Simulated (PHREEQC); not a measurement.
Solution (25 °C): 0.049 mol H3BO3 and 0.024 mol KOH per kg of water. It is in equilibrium with CO2 at log p = -2 (atm). Otherwise closed; pH follows from the charge balance.

Model: Pitzer model, pitzer.dat, run in PHREEQC.

### Question
The ionic strength comes out as 0.0242 mol/kgw. What activity coefficients do B(OH)4-, B4O5(OH)4-2, OH-, B3O3(OH)4-, K+ get?

### Answer
B(OH)4- 0.85, B4O5(OH)4-2 0.49, OH- 0.86, B3O3(OH)4- 0.82, K+ 0.86. Single-ion values are on the MacInnes scale.

Precipitation was switched off in this run.
